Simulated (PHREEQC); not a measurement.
Dissolve 57 mmol/kgw NaHS at 20 °C. Closed to the air; pH follows from the charge balance.

All values are PHREEQC results (ion-association model, wateq4f.dat), not measurements.

The pH comes out as 9.72 and the ionic strength is 0.0570 mol/kgw. The total alkalinity comes out as 57.0 meq/kg.

```tsv
species	molality	activity	log γ
Na+	0.0570	0.0466	-0.088
HS-	0.0569	0.0457	-0.095
H2S	8.89e-5	9.00e-5	0.006
S-2	4.50e-5	2.03e-5	-0.347
OH-	4.38e-5	3.52e-5	-0.095
```

This is a speciation only: nothing precipitates in the calculation. The polysulfide entries of wateq4f.dat were taken out for this run.
